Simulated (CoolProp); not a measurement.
Saturation properties of ammonia.

Values from CoolProp's reference Helmholtz-energy equation of state, Gao 2020.

```json
[
 {"T (K)": "274.7", "p (MPa)": "0.4547", "vapour Z": "0.9289", "liquid conductivity (mW/(m K))": "555"},
 {"T (K)": "285.8", "p (MPa)": "0.6730", "vapour Z": "(withheld)", "liquid conductivity (mW/(m K))": "522"},
 {"T (K)": "297", "p (MPa)": "0.9676", "vapour Z": "0.8856", "liquid conductivity (mW/(m K))": "489"},
 {"T (K)": "308.1", "p (MPa)": "1.348", "vapour Z": "0.8590", "liquid conductivity (mW/(m K))": "(withheld)"},
 {"T (K)": "319.3", "p (MPa)": "1.837", "vapour Z": "0.8284", "liquid conductivity (mW/(m K))": "427"},
 {"T (K)": "330.4", "p (MPa)": "2.444", "vapour Z": "0.7939", "liquid conductivity (mW/(m K))": "397"},
 {"T (K)": "341.6", "p (MPa)": "3.196", "vapour Z": "0.7547", "liquid conductivity (mW/(m K))": "367"},
 {"T (K)": "352.7", "p (MPa)": "(withheld)", "vapour Z": "0.7106", "liquid conductivity (mW/(m K))": "338"},
 {"T (K)": "363.9", "p (MPa)": "5.196", "vapour Z": "(withheld)", "liquid conductivity (mW/(m K))": "309"},
 {"T (K)": "375", "p (MPa)": "6.485", "vapour Z": "0.6015", "liquid conductivity (mW/(m K))": "280"}
]
```

Problem. Fill in the missing entries.

Solution. 
- 285.8, vapour Z: 0.9090
- 308.1, liquid conductivity (mW/(m K)): 458
- 352.7, p (MPa): 4.101
- 363.9, vapour Z: 0.6599

It boils at 239.8 K under 1 atm.

Thermal conductivity comes from a separate model (Tufeu 1984).
